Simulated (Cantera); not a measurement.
## Adiabatic ignition

An adiabatic, constant-volume homogeneous reactor starts with 8.47 % CO, 3.56 % H₂, 17.7 % O₂, 66.5 % N₂, 3.81 % CO₂, equivalence ratio 0.34, at 1700 K and 2.17 atm.

Computed with Cantera and GRI-Mech 3.0 (53 species, 325 reactions). The hydrogen kinetics of GRI-Mech 3.0 are dated; newer H2 mechanisms differ, most at raised pressure.

| t (s) | T (K) | P (bar) | x CO | x H₂ | x O₂ | x H | x N₂O |
|---|---|---|---|---|---|---|---|
| 2.00e-6 | 1700 | 2.20 | 0.0847 | 0.0355 | 0.177 | 7.95e-6 | 4.19e-11 |
| 6.65e-6 | 1716 | 2.22 | 0.0816 | 0.0148 | 0.161 | 0.00666 | 5.89e-8 |
| 2.21e-5 | 2035 | 2.59 | 0.0457 | 0.00200 | 0.131 | 0.00673 | 1.00e-6 |
| 7.37e-5 | 2406 | 2.99 | 0.0233 | 0.00105 | 0.127 | 0.00174 | 1.54e-6 |
| 0.000245 | 2577 | 3.17 | 0.0116 | 0.000503 | 0.125 | 0.000493 | 1.58e-6 |
| 0.000816 | 2582 | 3.17 | 0.0107 | 0.000469 | 0.123 | 0.000438 | 1.55e-6 |
| 0.00271 | 2572 | 3.16 | 0.0104 | 0.000456 | 0.120 | 0.000415 | 1.56e-6 |
| 0.00903 | 2560 | 3.14 | 0.00995 | 0.000440 | 0.117 | 0.000387 | 1.62e-6 |
| 0.0301 | 2557 | 3.14 | 0.00986 | 0.000437 | 0.116 | 0.000382 | 1.64e-6 |
| 0.100 | 2557 | 3.14 | 0.00986 | 0.000437 | 0.116 | 0.000382 | 1.64e-6 |
x: mole fraction; the columns are a selection and need not sum to one.

* **time of steepest temperature rise**: 7.83 µs
* **temperature at 0.100 s**: 2557 K
* **equilibrium temperature**: 2557 K
* **x(CO) at 0.100 s**: 0.00986 (gas-phase equilibrium 0.00986)
* **x(H₂) at 0.100 s**: 0.000437 (gas-phase equilibrium 0.000437)
* **x(O₂) at 0.100 s**: 0.116 (gas-phase equilibrium 0.116)
